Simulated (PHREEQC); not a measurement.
Consider water at 25 °C with 0.0085 mol H2SO4 and 0.016 mol Al2(SO4)3 per kg of water. Closed to the air; pH follows from the charge balance.

Equilibrium calculation in PHREEQC: ion-association model, wateq4f.dat.

| quantity | before | after |
|---|---|---|
| ionic strength (mol/kgw) | 0.0746 | 0.0422 |
| SO4-2 (mol/kgw) | 0.0167 | 0.0101 |
| HSO4- (mol/kgw) | 0.00699 | 0.00280 |

Question: Name the change that produced these shifts.
A) Al2(SO4)3 from 0.016 to 0.032 mol/kgw
B) Al2(SO4)3 from 0.016 to 0.16 mol/kgw
C) diluted 2-fold with water
D) Al2(SO4)3 replaced by Li2SO4 at the same molality

Answer: C, diluted 2-fold with water

Precipitation was switched off in this run.
